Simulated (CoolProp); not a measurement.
A Linde-Hampson liquefier for normal hydrogen: isothermal reversible compression at 280 K from 1 atm to 25 MPa, throttling to 1 atm, return gas leaving the recuperator 5 K below the feed. Each further row changes one setting.

Model: reference Helmholtz-energy equation of state, Leachman 2009, in CoolProp.

```json
[
 {"case": "as stated", "compression work (kJ/kg of gas)": "6540"},
 {"case": "high pressure 50 MPa", "compression work (kJ/kg of gas)": "7540"},
 {"case": "warm-end temperature 310 K", "compression work (kJ/kg of gas)": "7230"},
 {"case": "warm-end gap 10 K", "compression work (kJ/kg of gas)": "6540"}
]
```
